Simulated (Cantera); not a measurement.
A perfectly stirred reactor is fed with C₂H₆ : N₂ = 1 : 78 (molar parts), at 3200 Pa; it is held at 1750 K, and followed from long to short residence time.

Model: GRI-Mech 3.0 (53 species, 325 reactions), integrated in Cantera. GRI-Mech 3.0 stops at C3 and has no aromatics, soot or wall deposition, so with more carbon than oxygen in the feed, carbon stays in small species such as C2H2 where larger ones or solid carbon would form. Radical loss at walls, strong at low pressure, is not modelled.

x: mole fraction; the columns are a selection and need not sum to one.

```json
[
 {"τ (s)": "2.8", "x C₂H₆": "1.31e-6", "x C₂H₄": "8.89e-6", "x CH₄": "0.000353", "x C₂H": "1.13e-6", "x C₂H₂": "0.0118", "x H": "0.000325", "x HCN": "0.000558"},
 {"τ (s)": "1.0", "x C₂H₆": "?", "x C₂H₄": "?", "x CH₄": "?", "x C₂H": "?", "x C₂H₂": "0.0118", "x H": "?", "x HCN": "?"},
 {"τ (s)": "0.39", "x C₂H₆": "?", "x C₂H₄": "?", "x CH₄": "?", "x C₂H": "?", "x C₂H₂": "0.0117", "x H": "?", "x HCN": "?"},
 {"τ (s)": "0.14", "x C₂H₆": "2.29e-5", "x C₂H₄": "0.000125", "x CH₄": "0.00103", "x C₂H": "1.56e-6", "x C₂H₂": "0.0114", "x H": "0.000435", "x HCN": "0.000168"},
 {"τ (s)": "0.053", "x C₂H₆": "5.75e-5", "x C₂H₄": "0.000287", "x CH₄": "0.00139", "x C₂H": "1.74e-6", "x C₂H₂": "0.0109", "x H": "0.000482", "x HCN": "0.000109"},
 {"τ (s)": "0.020", "x C₂H₆": "0.000143", "x C₂H₄": "0.000635", "x CH₄": "0.00181", "x C₂H": "1.93e-6", "x C₂H₂": "0.0101", "x H": "0.000535", "x HCN": "6.96e-5"},
 {"τ (s)": "0.0074", "x C₂H₆": "0.000361", "x C₂H₄": "0.00134", "x CH₄": "0.00216", "x C₂H": "2.07e-6", "x C₂H₂": "0.00870", "x H": "0.000590", "x HCN": "4.26e-5"}
]
```

Task: Complete the blanks.

Result: 
- 1.0, x C₂H₆: 3.51e-6
- 1.0, x C₂H₄: 2.21e-5
- 1.0, x CH₄: 0.000514
- 1.0, x C₂H: 1.26e-6
- 1.0, x H: 0.000359
- 1.0, x HCN: 0.000378
- 0.39, x C₂H₆: 8.64e-6
- 0.39, x C₂H₄: 5.09e-5
- 0.39, x CH₄: 0.000721
- 0.39, x C₂H: 1.40e-6
- 0.39, x H: 0.000393
- 0.39, x HCN: 0.000259
